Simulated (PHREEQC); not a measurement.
1 kg of water holding 64 mmol/kgw Na2SO4 meets 20 L of dry gas (CO2 0.79, H2 0.21 by moles) at fixed total pressure, at 10 atm; fugacities by Peng-Robinson. The gases take part in no redox reaction, some water evaporates into the gas, and hydrates or a liquid gas phase aren't modelled. Nothing may precipitate in this run.

All values are PHREEQC results (ion-association model, phreeqc.dat), not measurements.

Question: Predict dissolved CO2 (all carbonate carbon) (mol/kgw) at T (°C) = 60, 80.

Answer: 
| T (°C) | dissolved CO2 (all carbonate carbon) (mol/kgw) |
|---|---|
| 60 | 0.118 |
| 80 | 0.0889 |

Constants without temperature data keep their 25 °C values here.
